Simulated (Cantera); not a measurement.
Cantera run, input and output.

```python
import numpy as np
import cantera as ct

gas = ct.Solution("gri30.yaml")
gas.TPX = 650, 430000, {'CH4': 1, 'O2': 2, 'N2': 9.4}
flame = ct.FreeFlame(gas, width=0.014)
flame.set_refine_criteria(ratio=3, slope=0.08, curve=0.16)
flame.transport_model = "mixture-averaged"
flame.solve(loglevel=0, auto=True)
flame.transport_model = "multicomponent"
flame.soret_enabled = False
flame.solve(loglevel=0, refine_grid=True)
z, T = flame.grid, flame.T
thick = (T[-1] - T[0]) / np.gradient(T, z).max()
show = ['CH4', 'O2', 'CH2CO', 'CH2', 'C2H6', 'HCN']
print(f"laminar burning velocity  {flame.velocity[0] * 100:.3f} cm/s")
print(f"burnt temperature         {T[-1]:.1f} K")
print(f"thermal thickness         {thick * 1e3:.4f} mm")
print(f"grid points               {len(z)}")
z0 = z[flame.heat_release_rate.argmax()]
print(f"{'z/mm':>9s}{'T/K':>9s}{'u/(m/s)':>9s}" + "".join(f"{s:>11s}" for s in show))
rows = []
for k in (-3, -2, -1.5, -1, -0.5, -0.25, 0, 0.25, 0.5, 1, 2, 4, 8):
    zz = z0 + k * thick
    rows.append([k * thick, np.interp(zz, z, T), np.interp(zz, z, flame.velocity),
                 *(np.interp(zz, z, flame.X[gas.species_index(s)]) for s in show)])
    print(f"{rows[-1][0] * 1e3:9.3f}{rows[-1][1]:9.1f}{rows[-1][2]:9.3f}" + "".join(f"{x:11.3e}" for x in rows[-1][3:]))
```

It prints:

```
laminar burning velocity  60.499 cm/s
burnt temperature         2274.5 K
thermal thickness         0.1472 mm
grid points               141
     z/mm      T/K  u/(m/s)        CH4         O2      CH2CO        CH2       C2H6        HCN
   -0.442    650.6    0.606  8.053e-02  1.611e-01  4.498e-09  5.583e-19  7.768e-08  2.294e-10
   -0.294    655.1    0.611  8.013e-02  1.606e-01  7.758e-08  1.730e-15  1.225e-06  3.107e-09
   -0.221    669.9    0.626  7.908e-02  1.592e-01  4.982e-07  9.330e-14  7.303e-06  1.649e-08
   -0.147    749.2    0.704  7.403e-02  1.528e-01  5.195e-06  1.785e-11  6.741e-05  1.282e-07
   -0.074   1110.6    1.053  5.100e-02  1.209e-01  5.764e-05  2.679e-08  5.661e-04  9.912e-07
   -0.037   1473.9    1.405  2.706e-02  8.460e-02  1.464e-04  2.212e-06  7.392e-04  2.276e-06
    0.000   1836.2    1.756  5.136e-03  4.278e-02  1.203e-04  3.314e-05  7.055e-05  4.304e-06
    0.037   1987.8    1.894  1.861e-04  2.153e-02  8.824e-06  6.415e-06  9.112e-08  2.985e-06
    0.074   2047.1    1.942  3.360e-06  1.538e-02  1.860e-07  1.651e-07  2.958e-11  9.021e-07
    0.147   2114.9    1.998  3.167e-09  1.152e-02  1.821e-10  1.993e-10  3.967e-16  8.853e-08
    0.294   2178.6    2.051  9.420e-14  8.577e-03  4.205e-15  1.294e-14 -4.611e-17  2.548e-09
    0.589   2226.3    2.090  2.265e-16  6.278e-03  1.845e-17  1.011e-16  6.087e-19  3.576e-11
    1.178   2254.3    2.112  1.444e-16  4.816e-03  2.836e-17  4.293e-17  1.140e-18  1.011e-11
```

Computed with Cantera and GRI-Mech 3.0 (53 species, 325 reactions). Burning velocities carry a grid error of a few per cent, more on coarse grids.
